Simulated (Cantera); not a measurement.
Mixture: 18.5 % CH4, 4.75 % CO, 19.7 % O2, 57.0 % N2, at 5.00 bar, adiabatic and at constant volume. Ignition delay is the time to a rise of 400 K.

Detailed kinetics in Cantera: GRI-Mech 3.0 (53 species, 325 reactions).

**Question.** Predict: delay at 1025 K; delay at 1225 K; delay at 1425 K; delay at 1625 K; delay at 1825 K; apparent activation energy between 1725 and 1925 K.

**Answer.** 
```json
{
  "delay at 1025 K": "0.273 s",
  "delay at 1225 K": "11.2 ms",
  "delay at 1425 K": "0.895 ms",
  "delay at 1625 K": "0.111 ms",
  "delay at 1825 K": "21.8 µs",
  "apparent activation energy between 1725 and 1925 K": "190 kJ/mol"
}
```
